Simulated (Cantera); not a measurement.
A closed system holds: 1 mol B₂O₃, 2.1 mol H₂O, 24 mol N₂, equilibrated at 0.220 bar.

Equilibrium computed with Cantera from the NASA thermochemical tables; the gas is ideal and each condensed phase is pure. Candidate condensed phases: B, BN, B₂O₃, B₃O₃H₃, H₂O; 39 gas species. Gases not in the tables: H₃BO₃. Equilibrium is a limit: real reactors are often held back by kinetics, nucleation or transport.

Problem. Which condensed phases are stable at each of these points (T (K)): 1400, 1450, 1500, 1550, 1600, 1650, 1700, 1750, 1800, 1850, 1900, 1950?

Solution. 
```json
[
 {"T (K)": "1400", "condensed phases": "B₂O₃(l)", "B condensed (%)": "92.5"},
 {"T (K)": "1450", "condensed phases": "B₂O₃(l)", "B condensed (%)": "87.9"},
 {"T (K)": "1500", "condensed phases": "B₂O₃(l)", "B condensed (%)": "81.2"},
 {"T (K)": "1550", "condensed phases": "B₂O₃(l)", "B condensed (%)": "71.7"},
 {"T (K)": "1600", "condensed phases": "B₂O₃(l)", "B condensed (%)": "58.5"},
 {"T (K)": "1650", "condensed phases": "B₂O₃(l)", "B condensed (%)": "40.6"},
 {"T (K)": "1700", "condensed phases": "B₂O₃(l)", "B condensed (%)": "16.7"},
 {"T (K)": "1750", "condensed phases": "gas only", "B condensed (%)": "0.0"},
 {"T (K)": "1800", "condensed phases": "gas only", "B condensed (%)": "0.0"},
 {"T (K)": "1850", "condensed phases": "gas only", "B condensed (%)": "0.0"},
 {"T (K)": "1900", "condensed phases": "gas only", "B condensed (%)": "0.0"},
 {"T (K)": "1950", "condensed phases": "gas only", "B condensed (%)": "0.0"}
]
```

From 1400 K to 1700 K the condensed part is B₂O₃(l). From 1750 K to 1950 K nothing is condensed.
